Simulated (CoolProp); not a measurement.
Vapour-liquid equilibrium of propane (1) + R152A (2) at 1260 kPa; x and y are mole fractions of (1).

Computed with CoolProp (multi-fluid Helmholtz-energy mixture model, Lemmon 2009 and Outcalt 1996; pair parameters Bell 2016).

| x | bubble temperature (°C) | y at the bubble point | dew temperature at overall composition x (°C) | liquid density (mol/L) |
|---|---|---|---|---|
| 0.05 | 48.4 | 0.122 | 51.0 | 12.42 |
| 0.15 | 41.9 | 0.301 | 47.4 | 12.27 |
| 0.25 | 37.6 | 0.418 | 43.8 | 12.06 |
| 0.35 | 34.9 | 0.500 | 40.1 | 11.83 |
| 0.45 | 33.1 | 0.563 | 36.5 | 11.60 |
| 0.55 | 32.1 | 0.617 | 33.5 | 11.38 |
| 0.65 | 31.5 | 0.671 | 31.7 | 11.20 |
| 0.75 | 31.6 | 0.731 | 31.7 | 11.06 |
| 0.85 | 32.4 | 0.808 | 33.1 | 10.94 |
| 0.95 | 34.5 | 0.921 | 35.2 | 10.82 |

y crosses x between x = 0.65 and 0.75: the model has an azeotrope there.

The pair parameters rest on a limited set of measurements; away from them the model extrapolates.
